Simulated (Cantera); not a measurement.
Charge: 1 mol HCl, 2.6 mol O₂, at 2400 Torr.

Method: chemical equilibrium by Gibbs-energy minimisation in Cantera with the NASA 1993 tables (ideal gas, pure condensed phases). Candidate condensed phases: H₂O; 14 gas species. The numbers say what is thermodynamically allowed, not how fast it happens. All values below are at 1848 K.

Base state: O₂ 0.705, HCl 0.203, H₂O 0.0372, Cl 0.0319, Cl₂ 0.0211, ClO 0.000818, OH 0.000564, HOCl 0.000123 (mole fractions); condensed: gas only.

### Question
What changes in the equilibrium state with this change: 0.0097 mol NH₃ added?

### Answer
```json
[
 {"species": "O₂", "before": "0.705", "after": "0.701"},
 {"species": "HCl", "before": "0.203", "after": "0.205"},
 {"species": "H₂O", "before": "0.0372", "after": "0.0397"},
 {"species": "Cl₂", "before": "0.0211", "after": "0.0200"},
 {"species": "Cl", "before": "0.0319", "after": "0.0311"},
 {"species": "N₂", "before": "0", "after": "0.00117"},
 {"species": "NO", "before": "0", "after": "0.000343"},
 {"species": "OH", "before": "0.000564", "after": "0.000583"},
 {"species": "ClO", "before": "0.000818", "after": "0.000795"},
 {"species": "HOCl", "before": "0.000123", "after": "0.000124"}
]
```
Further candidate phases: NH₄Cl.
